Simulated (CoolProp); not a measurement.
A single-stage vapour-compression cycle with CH2F2 (R32): evaporating at 205.15 K (dew point), condensing at 262.15 K (bubble point), superheat 0 K, subcooling 8 K, compressor efficiency 0.6, no pressure losses. Each further row changes one setting.

Model: reference Helmholtz-energy equation of state, Tillner-Roth 1997, in CoolProp.

```json
[
 {"case": "as stated", "cooling COP": "…", "pressure ratio": "13.8", "discharge temperature (K)": "423.5", "refrigerating effect (kJ/kg)": "320", "volumetric capacity (kJ/m³)": "…"},
 {"case": "evaporating temperature 210.15 K", "cooling COP": "…", "pressure ratio": "…", "discharge temperature (K)": "403.7", "refrigerating effect (kJ/kg)": "…", "volumetric capacity (kJ/m³)": "542"},
 {"case": "condensing temperature 257.15 K", "cooling COP": "…", "pressure ratio": "…", "discharge temperature (K)": "…", "refrigerating effect (kJ/kg)": "328", "volumetric capacity (kJ/m³)": "418"},
 {"case": "subcooling 13 K", "cooling COP": "1.77", "pressure ratio": "13.8", "discharge temperature (K)": "423.5", "refrigerating effect (kJ/kg)": "328", "volumetric capacity (kJ/m³)": "418"}
]
```

### Question
Fill in the missing entries.

### Answer

- as stated, cooling COP: 1.73
- as stated, volumetric capacity (kJ/m³): 408
- evaporating temperature 210.15 K, cooling COP: 1.99
- evaporating temperature 210.15 K, pressure ratio: 10.3
- evaporating temperature 210.15 K, refrigerating effect (kJ/kg): 323
- condensing temperature 257.15 K, cooling COP: 1.93
- condensing temperature 257.15 K, pressure ratio: 11.5
- condensing temperature 257.15 K, discharge temperature (K): 407.5
